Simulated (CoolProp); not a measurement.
A closed Brayton cycle with carbon dioxide: compressor inlet 326.15 K and 8.9 MPa, high pressure 23.9 MPa, turbine inlet 815 K, compressor efficiency 0.8, turbine efficiency 0.93, recuperator effectiveness 0 (on enthalpy, no pinch check). Each further row changes one setting.

The numbers come from the reference Helmholtz-energy equation of state, Span 1996 in CoolProp.

| case | thermal efficiency (%) | net work (kJ/kg) | compressor to turbine work | compressor exit (K) | turbine exit (K) |
|---|---|---|---|---|---|
| as stated | 14.8 | 80.4 | 0.39 | 406.8 | 693.9 |
| turbine inlet 765 K | 14.7 | 71.0 | 0.42 | 406.8 | 648.3 |
| compressor inlet 336.15 K | 14.2 | 72.9 | 0.45 | ? | 693.9 |
| high pressure 20.3 MPa | 12.6 | ? | 0.37 | ? | ? |
| recuperator effectiveness 0.5 | 21.3 | 80.4 | 0.39 | 406.8 | 693.9 |

Question: Some entries are withheld; supply them.

Answer: 
- compressor inlet 336.15 K, compressor exit (K): 424.9
- high pressure 20.3 MPa, net work (kJ/kg): 70.2
- high pressure 20.3 MPa, compressor exit (K): 393.1
- high pressure 20.3 MPa, turbine exit (K): 713.4
